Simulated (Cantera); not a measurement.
Cantera run, input and output.

```python
import numpy as np
import cantera as ct

gas = ct.Solution("h2o2.yaml")
gas.TPX = 623, 101325, {'H2': 1, 'O2': 0.649, 'N2': 2.66}
flame = ct.FreeFlame(gas, width=0.04)
flame.set_refine_criteria(ratio=3, slope=0.08, curve=0.16)
flame.transport_model = "mixture-averaged"
flame.solve(loglevel=0, auto=True)
z, T = flame.grid, flame.T
thick = (T[-1] - T[0]) / np.gradient(T, z).max()
show = ['H2', 'O2', 'O', 'H2O', 'OH', 'HO2']
print(f"laminar burning velocity  {flame.velocity[0] * 100:.3f} cm/s")
print(f"burnt temperature         {T[-1]:.1f} K")
print(f"thermal thickness         {thick * 1e3:.4f} mm")
print(f"grid points               {len(z)}")
z0 = z[flame.heat_release_rate.argmax()]
print(f"{'z/mm':>9s}{'T/K':>9s}{'u/(m/s)':>9s}" + "".join(f"{s:>11s}" for s in show))
rows = []
for k in (-3, -2, -1.5, -1, -0.5, -0.25, 0, 0.25, 0.5, 1, 2, 4, 8):
    zz = z0 + k * thick
    rows.append([k * thick, np.interp(zz, z, T), np.interp(zz, z, flame.velocity),
                 *(np.interp(zz, z, flame.X[gas.species_index(s)]) for s in show)])
    print(f"{rows[-1][0] * 1e3:9.3f}{rows[-1][1]:9.1f}{rows[-1][2]:9.3f}" + "".join(f"{x:11.3e}" for x in rows[-1][3:]))
```

It prints:

```
laminar burning velocity  588.557 cm/s
burnt temperature         2276.1 K
thermal thickness         0.4626 mm
grid points               129
     z/mm      T/K  u/(m/s)         H2         O2          O        H2O         OH        HO2
   -1.388    623.0    5.886  2.321e-01  1.506e-01  2.054e-15  4.112e-12  8.317e-17  4.247e-12
   -0.925    623.0    5.886  2.321e-01  1.506e-01  1.527e-12  6.884e-10  6.315e-14  1.020e-09
   -0.694    623.0    5.885  2.321e-01  1.506e-01  3.449e-11  7.511e-09  1.493e-12  1.307e-08
   -0.463    623.1    5.885  2.319e-01  1.506e-01  6.296e-09  6.236e-07  5.878e-10  1.238e-06
   -0.231    643.4    6.035  2.253e-01  1.511e-01  1.158e-05  1.161e-03  6.383e-05  2.355e-04
   -0.116    839.3    7.686  1.907e-01  1.462e-01  3.929e-04  2.021e-02  7.448e-04  1.863e-04
    0.000   1232.8   10.956  1.033e-01  1.102e-01  5.433e-03  9.788e-02  3.678e-03  9.051e-05
    0.116   1519.0   13.349  3.986e-02  6.531e-02  1.208e-02  1.747e-01  9.350e-03  4.600e-05
    0.231   1664.2   14.531  2.625e-02  5.232e-02  1.310e-02  1.969e-01  1.234e-02  3.140e-05
    0.463   1815.4   15.711  2.220e-02  4.746e-02  1.120e-02  2.089e-01  1.438e-02  2.224e-05
    0.925   1962.3   16.817  1.810e-02  4.426e-02  8.256e-03  2.206e-01  1.509e-02  1.494e-05
    1.850   2087.8   17.733  1.295e-02  4.175e-02  5.364e-03  2.324e-01  1.420e-02  9.344e-06
    3.701   2184.1   18.418  7.896e-03  4.008e-02  3.035e-03  2.427e-01  1.193e-02  5.681e-06
```

Model: the H2/O2 subset of GRI-Mech 3.0, which has no nitrogen chemistry, integrated in Cantera. Burning velocities carry a grid error of a few per cent, more on coarse grids.
